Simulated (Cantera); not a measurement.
A closed system holds: 1 mol Si2Cl6, 62 mol N2, 29 mol H2, at 2173 K and 10000 Pa.

Equilibrium computed with Cantera from the NASA thermochemical tables; the gas is ideal and each condensed phase is pure. Candidate condensed phases: NH4Cl, Si, Si3N4; 28 gas species. The feed counts by its element totals alone. The tables' values for SiCl, SiN, SiCl3 are old estimates; treat these amounts as uncertain. Gases not in the tables: Si2H6 and higher silanes. Equilibrium is a limit: real reactors are often held back by kinetics, nucleation or transport.

Base state: N2 0.654, H2 0.282, HCl 0.0395, SiCl2 0.0110, H 0.00810, Si 0.00283, SiCl 0.000918, Cl 0.000829 (mole fractions); condensed: Si(l).

What changes in the equilibrium state with this change: Si2Cl6 replaced by SiCl4?


```json
[
 {"species": "N2", "before": "0.654", "after": "0.661"},
 {"species": "H2", "before": "0.282", "after": "0.290"},
 {"species": "HCl", "before": "0.0395", "after": "0.0295"},
 {"species": "SiCl2", "before": "0.0110", "after": "0.00593"},
 {"species": "SiCl3", "before": "3.40e-5", "after": "1.35e-5"},
 {"species": "SiCl", "before": "0.000918", "after": "0.000675"},
 {"species": "Cl", "before": "0.000829", "after": "0.000609"},
 {"species": "SiH2", "before": "7.40e-5", "after": "7.62e-5"},
 {"species": "Si(l), mol", "before": "0.523", "after": "0.0358"}
]
```

What changes in the equilibrium state with this change: Si2Cl6 replaced by SiHCl3?


```tsv
species	before	after
N2	0.654	0.661
H2	0.282	0.299
HCl	0.0395	0.0236
SiCl2	0.0110	0.00369
SiCl3	3.40e-5	6.63e-6
SiCl	0.000918	0.000532
Cl	0.000829	0.000481
SiH2	7.40e-5	7.83e-5
Si(l), mol	0.523	0.259
```
The tables' values for SiCl, SiN are old estimates; treat these amounts as uncertain.
